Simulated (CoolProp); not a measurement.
Vapour pressure (kPa) of decamethyltetrasiloxane (MD2M): the reference equation beside estimates from Tc = 599.4 K, pc = 1144 kPa, ω = 0.635. Clausius-Clapeyron is anchored at 319.2 K with a constant enthalpy of vaporisation of 56.57 kJ/mol.

The numbers come from the reference Helmholtz-energy equation of state, Thol 2017 in CoolProp.

```csv
T (K),reference,Lee-Kesler,Clausius-Clapeyron,van der Waals,Redlich-Kwong,Soave-Redlich-Kwong
303.1,0.07722,0.09213,0.07873,34.30,3.017,0.09075
311.1,0.1396,0.1616,0.1402,40.76,4.272,0.1595
319.2,0.2443,0.2755,0.2443,48.14,5.941,0.2726
327.2,0.4098,0.4521,0.4114,56.30,8.064,0.4480
335.3,0.6696,0.7248,0.6798,65.51,10.78,0.7193
343.3,1.055,1.124,1.091,75.58,14.13,1.117
351.3,1.618,1.701,1.713,86.68,18.23,1.692
359.4,2.432,2.527,2.651,99.00,23.26,2.516
367.4,3.551,3.657,4.003,112.3,29.21,3.643
375.4,5.076,5.188,5.941,126.7,36.25,5.172
383.5,7.141,7.253,8.711,142.6,44.60,7.236
391.5,9.822,9.927,12.52,159.5,54.18,9.910
399.6,13.33,13.42,17.81,178.0,65.35,13.41
407.6,17.74,17.80,24.87,197.5,77.96,17.80
```

Absolute difference from the reference over all 14 rows, mean and median: Lee-Kesler 6.5 and 4.5 %, Clausius-Clapeyron 12.5 and 7.4 %, van der Waals 10268.8 and 4614.0 %, Redlich-Kwong 1331.6 and 941.6 %, Soave-Redlich-Kwong 5.8 and 4.0 %.
